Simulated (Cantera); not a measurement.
Feed: 1 mol Fe3O4, 2.4 mol C, 8.9 mol H2, held at 0.133 bar.

These are equilibrium values from Cantera (NASA tables, ideal gas, pure condensed phases), not measurements of a reactor. Candidate condensed phases: C, C6H6, C7H8, C8H18, Fe, Fe(CO)5, FeO, Fe(OH)2, Fe(OH)3, Fe2O3, Fe3O4, H2O; 114 gas species. Rates play no part.

log p: log10 of the partial pressure in bar; n: condensed amount in mol.

| T (K) | log p H2 | log p CO | log p H2O | log p CO2 | log p H | log p Fe | log p Fe(OH)2 | n Fe(γ) | n Fe(δ) |
|---|---|---|---|---|---|---|---|---|---|
| 1248 | -1.05 | -1.60 | -1.80 | -2.53 | -6.86 | -9.63 | ___ | 3.00 | 0 |
| 1298 | -1.05 | -1.59 | -1.79 | -2.57 | -6.50 | -8.99 | ___ | 3.00 | 0 |
| 1348 | -1.05 | -1.59 | -1.78 | -2.61 | -6.16 | -8.39 | ___ | 3.00 | 0 |
| 1398 | -1.05 | -1.58 | -1.78 | -2.65 | -5.85 | -7.84 | ___ | 3.00 | 0 |
| 1448 | -1.05 | -1.58 | -1.78 | -2.68 | -5.56 | -7.32 | ___ | 3.00 | 0 |
| 1498 | -1.06 | -1.58 | -1.77 | -2.71 | -5.29 | -6.84 | ___ | 3.00 | 0 |
| 1548 | -1.06 | -1.58 | -1.77 | -2.74 | -5.04 | -6.39 | ___ | 3.00 | 0 |
| 1598 | -1.06 | -1.58 | -1.77 | -2.76 | -4.80 | -5.98 | ___ | 3.00 | 0 |
| 1648 | -1.06 | -1.57 | -1.76 | -2.79 | -4.58 | -5.58 | ___ | 3.00 | 0 |
| 1698 | -1.06 | -1.57 | -1.76 | -2.81 | -4.37 | -5.22 | ___ | 0 | 3.00 |

Task: What belongs in the gaps?

Result: 
- 1248, log p Fe(OH)2: -8.10
- 1298, log p Fe(OH)2: -7.82
- 1348, log p Fe(OH)2: -7.57
- 1398, log p Fe(OH)2: -7.34
- 1448, log p Fe(OH)2: -7.13
- 1498, log p Fe(OH)2: -6.93
- 1548, log p Fe(OH)2: -6.74
- 1598, log p Fe(OH)2: -6.56
- 1648, log p Fe(OH)2: -6.40
- 1698, log p Fe(OH)2: -6.24
